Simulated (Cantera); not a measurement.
Feed: 1 mol B, 14 mol NH3, 11 mol N2, 0.98 mol O2.

Cantera equilibrium calculation (NASA polynomials, part measured and part estimated; ideal gas, pure solids and liquids). Candidate condensed phases: B, BN, B2O3, B3O3H3, H2O; 39 gas species. Kinetics and transport are ignored.

### Question
What condenses at these points (T in K, P in Pa): (1375, 100000); (1875, 10); (1625, 46); (1675, 100000); (1725, 46)?

### Answer
| T (K) | P in Pa | condensed phases | B condensed (%) |
|---|---|---|---|
| 1375 | 100000 | B2O3 | 96.9 |
| 1875 | 10 | gas only | 0.0 |
| 1625 | 46 | gas only | 0.0 |
| 1675 | 100000 | B2O3 | 59.1 |
| 1725 | 46 | gas only | 0.0 |
